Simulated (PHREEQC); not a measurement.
HCl is added in steps, without added water, to 1 kg of water holding 0.0089 mol CaCl2, 0.008 mol Na2HPO4 and 2.9e-06 mol H4SiO4, at 65 °C. O2 is buffered at 0.21 atm. The system is closed to CO2. The run lets Portlandite, Hydroxyapatite, SiO2(a), Halite precipitate or redissolve, and no other solid.

Base run: PHREEQC, ion-association model, wateq4f.dat. Each further column changes one thing. The table gives pH.

```tsv
HCl added (mol)	base	all activity coefficients set to 1	Debye-Hückel limiting law	database phreeqc.dat	metal-ligand complexes left out
0	5.17	4.99	5.23	5.17	5.13
0.002437	5.03	4.83	5.09	5.03	4.97
0.004875	4.92	4.72	5.00	4.92	4.86
0.008125	4.17	4.12	4.19	4.17	4.26
0.01056	2.94	2.91	2.96	2.94	2.97
0.013	2.62	2.58	2.64	2.62	2.65
0.01544	2.42	2.38	2.45	2.42	2.44
0.01787	2.27	2.22	2.31	2.27	2.29
0.02113	2.13	2.07	2.16	2.13	2.14
0.02356	2.04	1.98	2.08	2.04	2.05
0.026	1.96	1.90	2.01	1.96	1.97
```

H3PO4, which wateq4f.dat lacks, is added to it with the constant of phreeqc.dat. Constants without temperature data keep their 25 °C values here. phreeqc.dat and wateq4f.dat share most of their constants, so their agreement is no independent check. Solids allowed in the column 'database phreeqc.dat': Hydroxyapatite, Chalcedony, Halite.
